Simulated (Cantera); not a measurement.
Charge: 1 mol SiH₄, 3.6 mol HCl, 38 mol N₂, equilibrated at 13.3 mbar.

Cantera equilibrium calculation (NASA polynomials, part measured and part estimated; ideal gas, pure solids and liquids). Candidate condensed phases: NH₄Cl, Si, Si₃N₄; 28 gas species. N₂ is the only nitrogen source here; it is nearly inert below about 1500 K, so the nitride shown seldom forms there in practice. The tables' values for SiCl₃ are old estimates; treat these amounts as uncertain. The numbers say what is thermodynamically allowed, not how fast it happens. All values below are at 1123 K.

Base state: N₂ 0.870, HCl 0.0802, H₂ 0.0484, SiCl₄ 0.000894, SiCl₃ 2.58e-5 (mole fractions); condensed: Si₃N₄(s).

Question: What changes in the equilibrium state with this change: N₂ from 38 to 17 mol?

Answer: 
| species | before | after |
|---|---|---|
| N₂ | 0.870 | 0.748 |
| HCl | 0.0802 | 0.152 |
| H₂ | 0.0484 | 0.0976 |
| SiCl₄ | 0.000894 | 0.00311 |
| SiHCl₃ | 9.26e-6 | 3.43e-5 |
| SiCl₃ | 2.58e-5 | 6.75e-5 |
| Si₃N₄(s), mol | 0.320 | 0.310 |
